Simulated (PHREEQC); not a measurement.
Consider water at 20 °C with 0.0028 mol CsOH, 0.00045 mol K2SiO3 and 0.00024 mol Na2CO3 per kg of water. Closed to the air; pH follows from the charge balance.

Equilibrium calculation in PHREEQC: ion-association model, wateq4f.dat.

### Question
The ionic strength comes out as 0.00442 mol/kgw. What activity coefficients do Cs+, Na+, K+, NaCO3-, H2SiO4-2 get?

### Answer
Cs+ 0.93, Na+ 0.93, K+ 0.93, NaCO3- 0.93, H2SiO4-2 0.76.

No solid was allowed to form. Species that the database lacks are ignored.
